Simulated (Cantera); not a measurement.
A Cantera script and its output.

```python
import numpy as np
import cantera as ct

gas = ct.Solution("gri30.yaml")
gas.TPX = 1350, 930000, {'CH4': 0.0095, 'O2': 0.0049, 'N2': 1}
inlet = ct.Reservoir(gas, clone=True)

reactor = ct.IdealGasConstPressureReactor(gas, energy="off", clone=False)
exhaust = ct.Reservoir(gas, clone=True)
tau = [0.97, 0.32, 0.1, 0.034, 0.011, 0.0036, 0.0012, 0.00038, 0.00012][0]
for a, b in ((inlet, reactor), (reactor, exhaust)):
    ct.MassFlowController(a, b, mdot=lambda t: reactor.mass / tau)
net = ct.ReactorNet([reactor])
show = ['CH4', 'O2', 'N2O', 'CH2', 'C2H6', 'O']

rows = []
print(f"{'tau/s':>10s}{'T/K':>9s}" + "".join(f"{s:>11s}" for s in show))
for tau in [0.97, 0.32, 0.1, 0.034, 0.011, 0.0036, 0.0012, 0.00038, 0.00012]:
    net.initial_time = 0.0
    net.advance(30 * tau)
    before = gas.X
    net.advance(40 * tau)
    drift = np.max(np.abs(gas.X - before) / (gas.X + 1e-9))
    rows.append([gas.T, *gas[show].X, drift])
    print(f"{tau:10.3e}{gas.T:9.1f}" + "".join(f"{x:11.3e}" for x in gas[show].X))
```

It prints:

```
     tau/s      T/K        CH4         O2        N2O        CH2       C2H6          O
 9.700e-01   1350.0  5.027e-03  6.140e-04  4.466e-09  5.094e-10  3.120e-05  1.153e-09
 3.200e-01   1350.0  5.496e-03  1.245e-03  9.494e-09  7.246e-10  5.896e-05  2.922e-09
 1.000e-01   1350.0  6.691e-03  2.718e-03  1.399e-08  6.280e-10  1.093e-04  5.233e-09
 3.400e-02   1350.0  9.020e-03  4.652e-03  2.851e-09  2.742e-11  6.026e-05  1.081e-09
 1.100e-02   1350.0  9.310e-03  4.807e-03  5.982e-10  3.425e-12  1.430e-05  3.927e-10
 3.600e-03   1350.0  9.353e-03  4.826e-03  1.489e-10  1.417e-12  3.286e-06  2.406e-10
 1.200e-03   1350.0  9.362e-03  4.829e-03  4.262e-11  7.045e-13  6.446e-07  1.717e-10
 3.800e-04   1350.0  9.364e-03  4.830e-03  1.119e-11  1.857e-13  5.352e-08  1.012e-10
 1.200e-04   1350.0  9.365e-03  4.830e-03  2.304e-12  2.231e-14  1.671e-09  5.335e-11
```

Computed with Cantera and GRI-Mech 3.0 (53 species, 325 reactions).
